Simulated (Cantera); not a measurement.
A perfectly stirred reactor is fed with NO : N2 = 1 : 11 (molar parts), at 90.0 Torr; it is held at 1425 K, and followed from long to short residence time.

Model: GRI-Mech 3.0 (53 species, 325 reactions), integrated in Cantera.

Problem. What does this change do: temperature 1425 to 1725 K?

Solution. 
| quantity | before | after |
|---|---|---|
| x(NO) at τ = 24.0 s | 0.0832 | 0.0779 |
| x(N2O) at τ = 24.0 s | 2.02e-6 | 2.32e-6 |
| x(NO2) at τ = 24.0 s | 8.13e-6 | 1.00e-5 |
| x(N2) at τ = 24.0 s | 0.917 | 0.919 |
| x(O2) at τ = 24.0 s | 6.16e-5 | 0.00272 |
| x(NO) at τ = 0.130 s | 0.0833 | 0.0833 |
| x(N2O) at τ = 0.130 s | 3.07e-7 | 2.21e-6 |
| x(NO2) at τ = 0.130 s | 3.93e-7 | 3.94e-6 |
| x(N2) at τ = 0.130 s | 0.917 | 0.917 |
| x(O2) at τ = 0.130 s | 3.42e-9 | 9.00e-6 |
